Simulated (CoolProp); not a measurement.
Computed with CoolProp (reference Helmholtz-energy equation of state, Lemmon 2022).

For R1234yf, give the phase and the speed of sound (m/s), conductivity (mW/(m K)) at 163.3 K and 14.4 kPa.


- 163.3 K and 14.4 kPa: liquid; speed of sound 1070, conductivity 112

Thermal conductivity comes from a separate model (Perkins 2011).
